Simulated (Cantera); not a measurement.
A diamond (100) surface in a fixed gas of H2 with x(CH4) = 0.0026, x(H) = 0.015, x(CH3) = 0.0013, 0.0260 bar; coverages are run to steady state.

Detailed kinetics in Cantera: the Harris–Goodwin 1993 mechanism for the reconstructed diamond (100) surface.

θ: site fractions in the mechanism's names (c6HH fully hydrogenated, c6H* and c6*H radical sites, c6** diradical, c6HM methylated).

```tsv
T (K)	growth (µm/h)	θ c6HH	θ c6H*	θ c6*H	θ c6**	θ c6HM
925	11.2	0.617	0.0114	0.290	0.00495	0.0599
975	14.6	0.580	0.0152	0.332	0.00747	0.0483
1025	18.0	0.544	0.0195	0.372	0.0108	0.0384
1075	20.5	0.509	0.0243	0.408	0.0149	0.0293
1125	20.5	0.477	___	0.441	___	___
1175	17.2	0.448	0.0351	0.472	0.0262	0.0115
1225	12.7	0.419	0.0408	0.497	0.0332	0.00555
1275	___	0.391	___	0.516	___	___
1325	8.33	0.365	0.0518	0.531	0.0493	0.000982
1375	8.11	0.341	0.0571	0.542	0.0584	0.000400
```

### Question
Fill in the missing entries.

### Answer

- 1125, θ c6H*: 0.0296
- 1125, θ c6**: 0.0201
- 1125, θ c6HM: 0.0200
- 1275, growth (µm/h): 9.62
- 1275, θ c6H*: 0.0464
- 1275, θ c6**: 0.0409
- 1275, θ c6HM: 0.00239
